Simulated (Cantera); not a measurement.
Feed: 1 mol B2H6, 0.18 mol NH3, 3.2 mol H2, held at 827 °C and 1000 Pa.

Cantera equilibrium calculation (NASA polynomials, part measured and part estimated; ideal gas, pure solids and liquids). Candidate condensed phases: B, BN; 15 gas species. The feed counts by its element totals alone. Mutual solubility and eutectic melting of coexisting phases are not modelled. Equilibrium is a limit: real reactors are often held back by kinetics, nucleation or transport.

Base state: H2 1.00 (mole fractions); condensed: B(s) + BN(s).

Question: What changes in the equilibrium state with this change: temperature from 827 °C to 2052 °C?

Answer: 
| species | before | after |
|---|---|---|
| H2 | 1.00 | 0.880 |
| H | 2.59e-7 | 0.103 |
| N2 | <1e-9 | 0.0130 |
| BH2 | 3.39e-8 | 0.00204 |
| B | <1e-9 | 0.00138 |
| BH | <1e-9 | 0.000106 |
| B(s), mol | 1.82 | 1.98 |
| BN(s), mol | 0.180 | 0 |
The tables' values for BH2 are old estimates; treat these amounts as uncertain.
